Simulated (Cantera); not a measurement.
Charge: 1 mol SiH₂Cl₂, 48 mol N₂O, 190 mol N₂, 0.17 mol O₂, equilibrated at 1300 K and 0.000100 bar.

Method: chemical equilibrium by Gibbs-energy minimisation in Cantera with the NASA 1993 tables (ideal gas, pure condensed phases). Candidate condensed phases: H₂O, NH₄Cl, Si, SiO₂, Si₂N₂O, Si₃N₄; 47 gas species. The tables hold silica as quartz up to 1696 K and as liquid above; real silica turns to tridymite and cristobalite and melts near 1996 K. The numbers say what is thermodynamically allowed, not how fast it happens.

Base state: N₂ 0.904, O₂ 0.0872, HCl 0.00510, Cl 0.00249, H₂O 0.00124, NO 0.000273 (mole fractions); condensed: SiO₂(β-quartz).

Question: What changes in the equilibrium state with this change: temperature from 1300 K to 748.15 K?

Answer: 
| species | before | after |
|---|---|---|
| N₂ | 0.904 | 0.905 |
| O₂ | 0.0872 | 0.0877 |
| HCl | 0.00510 | 0.00629 |
| Cl | 0.00249 | 6.60e-6 |
| NO | 0.000273 | 5.36e-7 |
| Cl₂ | 4.02e-6 | 0.000653 |
| H₂O | 0.00124 | 0.000657 |
| SiO₂(β-quartz), mol | 1.00 | 0 |
| SiO₂(α-quartz), mol | 0 | 1.00 |

Question: What changes in the equilibrium state with this change: SiH₂Cl₂ replaced by TEOS?

Answer: 
```tsv
species	before	after
N₂	0.904	0.887
O₂	0.0872	0.0453
H₂O	0.00124	0.0373
CO₂	0	0.0298
HCl	0.00510	0
Cl	0.00249	0
OH	9.40e-6	4.37e-5
SiO₂(β-quartz), mol	1.00	1.00
```
The feed counts by its element totals alone. Further candidate phases: C, C₆H₆, C₇H₈, C₈H₁₈, SiC.

Question: What changes in the equilibrium state with this change: SiH₂Cl₂ replaced by SiH₄?

Answer: 
| species | before | after |
|---|---|---|
| N₂ | 0.904 | 0.908 |
| O₂ | 0.0872 | 0.0844 |
| H₂O | 0.00124 | 0.00762 |
| HCl | 0.00510 | 0 |
| Cl | 0.00249 | 0 |
| OH | 9.40e-6 | 2.31e-5 |
| NO | 0.000273 | 0.000269 |
| SiO₂(β-quartz), mol | 1.00 | 1.00 |
